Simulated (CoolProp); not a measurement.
Ethanol along the isobar 9380 kPa: Z from the reference equation and from simpler models built on Tc = 514.7 K, pc = 6268 kPa, ω = 0.644; each cubic takes its own stable root.

The numbers come from the reference Helmholtz-energy equation of state, Schroeder 2014 in CoolProp.

| T (K) | phase | reference | Redlich-Kwong | Soave-Redlich-Kwong | Peng-Robinson |
|---|---|---|---|---|---|
| 194.1 | liquid | 0.3044 | 0.3800 | 0.3675 | 0.3287 |
| 238 | liquid | 0.2593 | 0.3228 | 0.3083 | 0.2752 |
| 281.9 | liquid | 0.2286 | 0.2861 | 0.2698 | 0.2404 |
| 325.7 | liquid | 0.2072 | 0.2625 | 0.2446 | 0.2175 |
| 369.6 | liquid | 0.1925 | 0.2484 | 0.2292 | 0.2034 |
| 413.5 | liquid | 0.1844 | 0.2430 | 0.2231 | 0.1976 |
| 457.4 | liquid | 0.1840 | 0.2479 | 0.2290 | 0.2030 |
| 501.2 | liquid | 0.1971 | 0.2719 | 0.2619 | 0.2342 |
